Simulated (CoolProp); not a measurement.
R152A along the isotherm 394.9 K: density (kg/m³) from the reference equation and from simpler models built on Tc = 386.4 K, pc = 45.17 bar, ω = 0.275; each cubic takes its own stable root.

Values from CoolProp's reference Helmholtz-energy equation of state, Outcalt 1996. It is a modified Benedict-Webb-Rubin equation, recast in Helmholtz form.

| p (bar) | phase | reference |
|---|---|---|
| 41.1 | gas | 140.9 |
| 82.1 | supercritical | 615.9 |
| 123 | supercritical | 683.0 |
| 164 | supercritical | 722.1 |
| 205 | supercritical | 750.7 |
| 246 | supercritical | 773.5 |
| 287 | supercritical | 792.6 |
| 328 | supercritical | 809.2 |
| 370 | supercritical | 824.3 |
| 411 | supercritical | 837.5 |
| 452 | supercritical | 849.5 |

Question: How far does each simpler model (ideal gas, van der Waals, Peng-Robinson) lie from the reference over these 11 states: mean and median of the absolute difference, and the worst?

Answer: 
- ideal gas: mean 34.3 %, median 36.0 %, worst -73.2 % at 394.9 K and 82.1 bar
- van der Waals: mean 31.2 %, median 33.6 %, worst -33.8 % at 394.9 K and 452 bar
- Peng-Robinson: mean 6.5 %, median 5.7 %, worst -14.3 % at 394.9 K and 82.1 bar
